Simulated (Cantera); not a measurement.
Charge: 1 mol HMDSO, 0.14 mol N₂O, at 1.00 bar.

Points: T (K) = 850, 900, 950, 1000, 1050, 1100, 1150, 1200.

Cantera's Mixture.equilibrate('TP', solver="vcs", rtol=1e-11, max_steps=5000) on the NASA tables stopped like this:

```
ERROR: FAILURE its = 5001!

*******************************************************************************
CanteraError thrown by MultiPhase::equilibrate:
VCS solver failed. Return code: -1
*******************************************************************************
```

Question: What got this run through?

Answer: One answer among several that fit: The failure is numerical, not chemical. The same input converged with solver="gibbs", rtol=1e-10, max_steps=50000, and the result passed a check of the equilibrium conditions:
```
T = 850 K  P = 100000 Pa  gas = 6.909 mol
   x: H2 6.974e-01  CH4 3.026e-01
   condensed (mol): C(gr) 2.689  SiC(b) 1.22  SiO2(hqz) 0.5  Si2N2O(s) 0.14
T = 900 K  P = 100000 Pa  gas = 7.501 mol
   x: H2 8.002e-01  CH4 1.998e-01
   condensed (mol): C(gr) 3.281  SiC(b) 1.22  SiO2(hqz) 0.5  Si2N2O(s) 0.14
T = 950 K  P = 100000 Pa  gas = 7.982 mol
   x: H2 8.724e-01  CH4 1.276e-01
   condensed (mol): C(gr) 3.762  SiC(b) 1.22  SiO2(hqz) 0.5  Si2N2O(s) 0.14
T = 1000 K  P = 100000 Pa  gas = 8.328 mol
   x: H2 9.193e-01  CH4 8.070e-02
   condensed (mol): C(gr) 4.108  SiC(b) 1.22  SiO2(hqz) 0.5  Si2N2O(s) 0.14
T = 1050 K  P = 100000 Pa  gas = 8.559 mol
   x: H2 9.485e-01  CH4 5.151e-02
   condensed (mol): C(gr) 4.339  SiC(b) 1.22  SiO2(hqz) 0.5  Si2N2O(s) 0.14
T = 1100 K  P = 100000 Pa  gas = 8.708 mol
   x: H2 9.665e-01  CH4 3.353e-02
   condensed (mol): C(gr) 4.488  SiC(b) 1.22  SiO2(hqz) 0.5  Si2N2O(s) 0.14
T = 1150 K  P = 100000 Pa  gas = 8.803 mol
   x: H2 9.776e-01  CH4 2.237e-02  CO 1.458e-05
   condensed (mol): C(gr) 4.583  SiC(b) 1.22  SiO2(hqz) 0.4999  Si2N2O(s) 0.14
T = 1200 K  P = 100000 Pa  gas = 8.865 mol
   x: H2 9.846e-01  CH4 1.532e-02  CO 5.446e-05
   condensed (mol): C(gr) 4.643  SiC(b) 1.22  SiO2(hqz) 0.4998  Si2N2O(s) 0.14
```

The gas is ideal and each condensed phase is pure. The feed counts by its element totals alone. Mutual solubility and eutectic melting of coexisting phases are not modelled. The tables hold silica as quartz up to 1696 K and as liquid above; real silica turns to tridymite and cristobalite and melts near 1996 K.
